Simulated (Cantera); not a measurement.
A perfectly stirred reactor is fed with 5.48 % CH₄, 1.59 % C₂H₆, 1.32 % C₃H₈, 19.2 % O₂, 72.4 % N₂, equivalence ratio 1.2, at 1000000 Pa; it is adiabatic with a 650 K inlet, and is followed from long to short residence time, starting on the burning branch (τ in s: 0.22, 0.1, 0.048, 0.022, 0.01, 0.0048, 0.0023, 0.0011, 0.00049, 0.00023, 0.00011, 5e-05).

Cantera simulation using GRI-Mech 3.0 (53 species, 325 reactions); the numbers are that mechanism's predictions, not measurements. GRI-Mech 3.0 was tuned for natural gas; its chemistry of propane as a main component is partial and can be far from experiment.

x: mole fraction; the columns are a selection and need not sum to one.

```tsv
τ (s)	T (K)	x CH₄	x C₂H₆	x C₃H₈	x CH₂	x NO₂	x CO
0.22	2418	8.59e-7	3.59e-9	3.49e-9	2.13e-8	2.70e-8	0.0514
0.10	2418	1.83e-6	7.87e-9	7.63e-9	4.63e-8	2.79e-8	0.0514
0.048	2417	3.58e-6	1.63e-8	1.57e-8	9.45e-8	2.95e-8	0.0514
0.022	2416	6.94e-6	3.51e-8	3.34e-8	1.98e-7	3.25e-8	0.0514
0.010	2413	1.26e-5	7.56e-8	7.04e-8	4.08e-7	3.79e-8	0.0515
0.0048	2409	2.02e-5	1.53e-7	1.38e-7	7.73e-7	4.55e-8	0.0516
0.0023	2403	3.06e-5	3.05e-7	2.64e-7	1.42e-6	5.61e-8	0.0518
0.0011	2394	4.47e-5	6.01e-7	4.96e-7	2.51e-6	6.99e-8	0.0522
0.00049	2379	?	?	?	?	?	0.0527
0.00023	2360	0.000103	2.48e-6	1.82e-6	7.72e-6	1.03e-7	0.0536
0.00011	2335	?	?	?	?	1.13e-7	0.0549
5.0e-5	2298	0.000301	1.05e-5	6.85e-6	2.24e-5	1.13e-7	0.0570
```

Q: Some entries are withheld; supply them.

A: 
- 0.00049, x CH₄: 6.76e-5
- 0.00049, x C₂H₆: 1.25e-6
- 0.00049, x C₃H₈: 9.73e-7
- 0.00049, x CH₂: 4.54e-6
- 0.00049, x NO₂: 8.74e-8
- 0.00011, x CH₄: 0.000165
- 0.00011, x C₂H₆: 4.89e-6
- 0.00011, x C₃H₈: 3.38e-6
- 0.00011, x CH₂: 1.29e-5
